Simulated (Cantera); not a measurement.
A closed system holds: 1 mol SiHCl₃, 33 mol N₂, held at 1250 K and 0.133 bar.

Equilibrium computed with Cantera from the NASA thermochemical tables; the gas is ideal and each condensed phase is pure. Candidate condensed phases: NH₄Cl, Si, Si₃N₄; 28 gas species. N₂ is the only nitrogen source here; it is nearly inert below about 1500 K, so the nitride shown seldom forms there in practice. The tables' values for SiCl₃ are old estimates; treat these amounts as uncertain. Kinetics and transport are ignored.

Base state: N₂ 0.957, HCl 0.0262, SiCl₄ 0.0150, H₂ 0.00151, SiCl₃ 0.000487, SiCl₂ 0.000114, SiHCl₃ 3.07e-5 (mole fractions); condensed: Si₃N₄(s).

Q: What changes in the equilibrium state with this change: temperature from 1250 K to 1400 K?

A: 
```tsv
species	before	after
N₂	0.957	0.955
HCl	0.0262	0.0263
SiCl₄	0.0150	0.0126
SiCl₃	0.000487	0.00233
SiCl₂	0.000114	0.00183
SiHCl₃	3.07e-5	4.79e-5
H₂	0.00151	0.00141
Si₃N₄(s), mol	0.156	0.141
```
